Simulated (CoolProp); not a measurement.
A Linde-Hampson liquefier for carbon monoxide: isothermal reversible compression at 230 K from 1 atm to 30 MPa, throttling to 1 atm, return gas leaving the recuperator 2 K below the feed. Each further row changes one setting.

Computed with CoolProp (reference Helmholtz-energy equation of state, Lemmon 2006). It is a short technical equation, of lower accuracy than the large ones.

```csv
case,liquid yield per pass,compression work (kJ/kg of gas)
as stated,[?],376
high pressure 60 MPa,[?],[?]
warm-end temperature 260 K,0.147,[?]
warm-end gap 7 K,[?],376
```

Complete the blanks.


- as stated, liquid yield per pass: 0.201
- high pressure 60 MPa, liquid yield per pass: 0.185
- high pressure 60 MPa, compression work (kJ/kg of gas): 438
- warm-end temperature 260 K, compression work (kJ/kg of gas): 434
- warm-end gap 7 K, liquid yield per pass: 0.189
